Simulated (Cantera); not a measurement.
A closed system holds: 1 mol B, 43 mol H₂, at 1475 K and 750 Torr.

Cantera equilibrium calculation (NASA polynomials, part measured and part estimated; ideal gas, pure solids and liquids). Candidate condensed phases: B; 7 gas species. Rates play no part.

Base state: H₂ 1.000, H 1.30e-5 (mole fractions); condensed: B(s).

Q: What changes in the equilibrium state with this change: B replaced by BCl₃?

A: 
```
species    before    after
---------  ------  -------
H₂          1.000    0.935
HCl             0   0.0639
BCl₃            0  0.00117
BCl₂            0  2.08e-5
BCl             0  1.12e-5
B(s), mol   0.999    0.946
```
The tables' values for BCl₂, BCl are old estimates; treat these amounts as uncertain. Gases not in the tables: BHCl₂.
